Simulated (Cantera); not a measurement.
Input (Python, Cantera) and output of one run.

```python
import numpy as np
import cantera as ct

gas_names = [...]  # 109 gases of nasa_gas.yaml made of C, Cl, H, Si
cond_names = """
    C(gr) C6H6(L) C7H8(L) C8H18(L),n-octa Si(cr) Si(L) SiC(b)
""".split()


# ... load() reads the species with a 1 bar reference pressure and builds the phases ...
atoms = {
    '(CH3)2SiCl2': {'C': 2, 'H': 6, 'Si': 1, 'CL': 2},
    'CH4': {'C': 1, 'H': 4},
    'H2': {'H': 2},
}
top_T = {'C(gr)': 4500, 'SiC(b)': 3050}  # K; cautious upper limits of use, not melting points


# ... equilibrate(T, P, feed) seeds the gas with the atoms and calls Mixture.equilibrate('TP', solver="vcs", rtol=1e-11, max_steps=5000) ...
results = []
feed = {'(CH3)2SiCl2': 1, 'CH4': 0.014, 'H2': 58}  # mol
P = 1600  # Pa
for T in [1000, 1150, 1300, 1450, 1600, 1750, 1900]:
    mix = equilibrate(T, P, feed)
    results.append((T, P, feed, dict(zip(mix.species_names, mix.species_moles))))

top = {s: max(r[3][s] / sum(r[3][g] for g in gas_names) for r in results) for s in gas_names}
cols = sorted((s for s in top if top[s] > 1e-05), key=lambda s: -top[s])[:8]
seen = [c for c in cond_names if any(r[3].get(c, 0) > 1e-12 for r in results)]
print("log10 of partial pressures in bar; condensed amounts in mol")
print(f"{'T/K':>10s}" + "".join(f"{s[:9]:>10s}" for s in cols + seen))
for T, P, feed, n in results:
    ng = sum(n[g] for g in gas_names)
    print(f"{T:10.4g}" + "".join(f"{np.log10(max(n[s] / ng * P / 1e5, 1e-99)):10.3f}" for s in cols)
          + "".join(f"{n.get(c, 0):10.4g}" for c in seen))
```

It prints:

```
log10 of partial pressures in bar; condensed amounts in mol
       T/K        H2       HCL         H       CH4 C2H2,acet        CL     SiCL2     SiCL4     C(gr)    SiC(b)
      1000    -1.811    -3.289    -9.549    -4.642   -10.753   -11.059    -7.946    -6.274    0.9282    0.9974
      1150    -1.810    -3.287    -8.032    -5.251    -9.223    -9.565    -7.334    -7.687    0.9926    0.9997
      1300    -1.810    -3.288    -6.861    -5.725    -8.050    -8.413    -6.868    -8.769     1.007    0.9994
      1450    -1.810    -3.288    -5.929    -6.102    -7.122    -7.496    -6.502    -9.623     1.012    0.9988
      1600    -1.810    -3.289    -5.170    -6.408    -6.371    -6.750    -6.208   -10.314     1.012    0.9976
      1750    -1.811    -3.290    -4.539    -6.661    -5.751    -6.131    -5.969   -10.886     1.004    0.9956
      1900    -1.813    -3.294    -4.007    -6.876    -5.231    -5.610    -5.773   -11.372    0.9768    0.9908
```

Equilibrium computed with Cantera from the NASA thermochemical tables; the gas is ideal and each condensed phase is pure. The feed counts by its element totals alone.
